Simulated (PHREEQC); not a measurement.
Dissolve 0.029 mol/kgw KOH, 0.00059 mol/kgw CO2 and 0.00095 mol/kgw Na2CO3 at 55 °C. Closed to the air; pH follows from the charge balance.

Model: ion-association model, phreeqc.dat, run in PHREEQC.

Question: The ionic strength comes out as 0.0322 mol/kgw. What activity coefficients do NaCO3-, CO3-2, OH-, HCO3-, K+ get?

Answer: NaCO3- 0.84, CO3-2 0.51, OH- 0.83, HCO3- 0.85, K+ 0.83.

Precipitation was switched off in this run. Species that the database lacks are ignored. Constants without temperature data keep their 25 °C values here.
